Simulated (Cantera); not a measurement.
A Cantera script and its output.

```python
import numpy as np
import cantera as ct

gas = ct.Solution("gri30.yaml")
gas.TPX = 1498, 7900, {'CH4': 1, 'N2': 1.2}
inlet = ct.Reservoir(gas, clone=True)

reactor = ct.IdealGasConstPressureReactor(gas, energy="off", clone=False)
exhaust = ct.Reservoir(gas, clone=True)
tau = [7.5, 2, 0.56, 0.15, 0.041, 0.011, 0.0031, 0.00083][0]
for a, b in ((inlet, reactor), (reactor, exhaust)):
    ct.MassFlowController(a, b, mdot=lambda t: reactor.mass / tau)
net = ct.ReactorNet([reactor])
show = ['CH4', 'C2H4', 'CH3', 'C2H6', 'C2H', 'HCN', 'CH2']

rows = []
print(f"{'tau/s':>10s}{'T/K':>9s}" + "".join(f"{s:>11s}" for s in show))
for tau in [7.5, 2, 0.56, 0.15, 0.041, 0.011, 0.0031, 0.00083]:
    net.initial_time = 0.0
    net.advance(30 * tau)
    before = gas.X
    net.advance(40 * tau)
    drift = np.max(np.abs(gas.X - before) / (gas.X + 1e-9))
    rows.append([gas.T, *gas[show].X, drift])
    print(f"{tau:10.3e}{gas.T:9.1f}" + "".join(f"{x:11.3e}" for x in gas[show].X))
```

Result:

```
     tau/s      T/K        CH4       C2H4        CH3       C2H6        C2H        HCN        CH2
 7.500e+00   1498.0  1.645e-01  1.481e-03  1.880e-04  5.263e-05  1.039e-08  8.989e-09  8.417e-09
 2.000e+00   1498.0  2.728e-01  2.437e-03  2.987e-04  1.467e-04  6.147e-09  2.441e-09  1.268e-08
 5.600e-01   1498.0  3.637e-01  4.114e-03  4.141e-04  3.031e-04  2.987e-09  5.508e-10  1.811e-08
 1.500e-01   1498.0  4.223e-01  4.386e-03  4.940e-04  4.489e-04  8.495e-10  7.123e-11  2.209e-08
 4.100e-02   1498.0  4.477e-01  1.624e-03  4.309e-04  3.315e-04  8.415e-11  3.632e-12  1.601e-08
 1.100e-02   1498.0  4.536e-01  1.626e-04  2.433e-04  8.477e-05  3.032e-12  1.377e-13  5.172e-09
 3.100e-03   1498.0  4.544e-01  8.286e-06  1.032e-04  8.574e-06  7.411e-14  1.065e-14  9.508e-10
 8.300e-04   1498.0  4.545e-01  2.056e-07  3.162e-05  2.975e-07  2.962e-16  6.257e-16  9.125e-11
```

Detailed kinetics in Cantera: GRI-Mech 3.0 (53 species, 325 reactions). GRI-Mech 3.0 stops at C3 and has no aromatics, soot or wall deposition, so with more carbon than oxygen in the feed, carbon stays in small species such as C2H2 where larger ones or solid carbon would form.
